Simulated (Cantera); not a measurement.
Reactions in the system C-O-Ta

Standard-state values (1 bar) from the NASA 1993 polynomials, evaluated with Cantera. Values are per mole of reaction as written; species without (g) are pure solids or liquids, kept so even where they would boil at 1 bar. TaC: taken at fixed stoichiometry.

TaC + CO2(g) = 2 C + TaO2(g)

```csv
T (K),ΔH° (kJ),ΔS° (J/K),ΔG° (kJ),log10 K
300,336.7,35.5,326.1,-56.78
898,331.6,25.3,308.9,-17.97
1048,330.7,24.3,305.2,-15.21
1198,329.6,23.4,301.6,-13.15
1348,328.5,22.5,298.1,-11.55
1498,327.2,21.6,294.8,-10.28
1648,325.9,20.8,291.7,-9.24
1798,324.4,19.9,288.6,-8.38
1948,322.8,19.0,285.7,-7.66
2098,321.0,18.2,282.9,-7.04
2248,319.1,17.3,280.2,-6.51
2398,317.1,16.4,277.7,-6.05
```

CO2(g) + 9 TaO2(g) = TaC + 4 Ta2O5

| T (K) | ΔH° (kJ) | ΔS° (J/K) | ΔG° (kJ) | log10 K | condensed phases |
|---|---|---|---|---|---|
| 300 | -6126.8 | -2120.2 | -5490.7 | 956.00 | TaC(s), Ta2O5(s) |
| 898 | -6016.5 | -1925.1 | -4287.7 | 249.40 | TaC(s), Ta2O5(s) |
| 1048 | -5983.0 | -1890.7 | -4001.6 | 199.44 | TaC(s), Ta2O5(s) |
| 1198 | -5948.0 | -1859.5 | -3720.4 | 162.21 | TaC(s), Ta2O5(s) |
| 1348 | -5911.8 | -1831.0 | -3443.6 | 133.44 | TaC(s), Ta2O5(s) |
| 1498 | -5874.3 | -1804.7 | -3171.0 | 110.57 | TaC(s), Ta2O5(s) |
| 1648 | -5835.9 | -1780.2 | -2902.1 | 91.98 | TaC(s), Ta2O5(s) |
| 1798 | -5796.6 | -1757.4 | -2636.8 | 76.60 | TaC(s), Ta2O5(s) |
| 1948 | -5756.5 | -1736.0 | -2374.8 | 63.68 | TaC(s), Ta2O5(s) |
| 2098 | -5228.3 | -1479.0 | -2125.4 | 52.92 | TaC(s), Ta2O5(l) |
| 2248 | -5161.0 | -1448.0 | -1905.9 | 44.28 | TaC(s), Ta2O5(l) |
| 2398 | -5093.9 | -1419.1 | -1690.9 | 36.83 | TaC(s), Ta2O5(l) |

2 Ta + 5 CO(g) = 5 C + Ta2O5

```csv
T (K),ΔH° (kJ),ΔS° (J/K),ΔG° (kJ),log10 K,condensed phases
300,-1493.4,-899.5,-1223.5,213.03,"Ta(s), C(graphite), Ta2O5(s)"
898,-1471.8,-868.2,-692.1,40.26,"Ta(s), C(graphite), Ta2O5(s)"
1048,-1461.6,-857.8,-562.7,28.04,"Ta(s), C(graphite), Ta2O5(s)"
1198,-1450.9,-848.2,-434.7,18.95,"Ta(s), C(graphite), Ta2O5(s)"
1348,-1439.7,-839.4,-308.2,11.94,"Ta(s), C(graphite), Ta2O5(s)"
1498,-1428.3,-831.4,-182.9,6.38,"Ta(s), C(graphite), Ta2O5(s)"
1648,-1416.6,-824.0,-58.7,1.86,"Ta(s), C(graphite), Ta2O5(s)"
1798,-1404.7,-817.1,64.4,-1.87,"Ta(s), C(graphite), Ta2O5(s)"
1948,-1392.7,-810.7,186.4,-5.00,"Ta(s), C(graphite), Ta2O5(s)"
2098,-1258.8,-745.5,305.2,-7.60,"Ta(s), C(graphite), Ta2O5(l)"
2248,-1240.3,-737.0,416.4,-9.68,"Ta(s), C(graphite), Ta2O5(l)"
2398,-1222.0,-729.1,526.4,-11.47,"Ta(s), C(graphite), Ta2O5(l)"
```
